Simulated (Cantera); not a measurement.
Cantera run:

```python
import numpy as np
import cantera as ct

gas_names = [...]  # 110 gases of nasa_gas.yaml made of C, H, O
cond_names = """
    C(gr) C6H6(L) C7H8(L) C8H18(L),n-octa H2O(s) H2O(L)
""".split()


# ... load() reads the species with a 1 bar reference pressure and builds the phases ...
atoms = {
    'n-butane': {'C': 4, 'H': 10},
    'O2': {'O': 2},
}
top_T = {'C(gr)': 4500}  # K; cautious upper limits of use, not melting points


# ... equilibrate(T, P, feed) seeds the gas with the atoms and calls Mixture.equilibrate('TP', solver="vcs", rtol=1e-11, max_steps=5000) ...
results = []
feed = {'n-butane': 1, 'O2': 1.4}  # mol
P = 470000  # Pa
for T in [1675, 1750, 1825, 1900, 1975, 2050, 2125, 2200, 2275]:
    mix = equilibrate(T, P, feed)
    results.append((T, P, feed, dict(zip(mix.species_names, mix.species_moles))))

top = {s: max(r[3][s] / sum(r[3][g] for g in gas_names) for r in results) for s in gas_names}
cols = sorted((s for s in top if top[s] > 1e-06), key=lambda s: -top[s])[:7]
seen = [c for c in cond_names if any(r[3].get(c, 0) > 1e-12 for r in results)]
print("log10 of partial pressures in bar; condensed amounts in mol")
print(f"{'T/K':>10s}" + "".join(f"{s[:9]:>10s}" for s in cols + seen))
for T, P, feed, n in results:
    ng = sum(n[g] for g in gas_names)
    print(f"{T:10.4g}" + "".join(f"{np.log10(max(n[s] / ng * P / 1e5, 1e-99)):10.3f}" for s in cols)
          + "".join(f"{n.get(c, 0):10.4g}" for c in seen))
```

Result:

```
log10 of partial pressures in bar; condensed amounts in mol
       T/K        H2        CO         H C2H2,acet       CH4       H2O       CO2     C(gr)
      1675     0.477     0.227    -3.697    -3.759    -1.966    -2.551    -3.320     1.187
      1750     0.477     0.227    -3.395    -3.462    -2.085    -2.729    -3.538     1.189
      1825     0.477     0.227    -3.117    -3.191    -2.194    -2.893    -3.736      1.19
      1900     0.478     0.227    -2.862    -2.941    -2.295    -3.044    -3.918     1.189
      1975     0.478     0.227    -2.625    -2.710    -2.388    -3.182    -4.085     1.188
      2050     0.477     0.227    -2.406    -2.497    -2.474    -3.311    -4.239     1.184
      2125     0.477     0.227    -2.201    -2.299    -2.553    -3.430    -4.381     1.179
      2200     0.476     0.227    -2.011    -2.115    -2.628    -3.541    -4.513     1.171
      2275     0.475     0.227    -1.834    -1.944    -2.698    -3.645    -4.635     1.159
```

These are equilibrium values from Cantera (NASA tables, ideal gas, pure condensed phases), not measurements of a reactor.
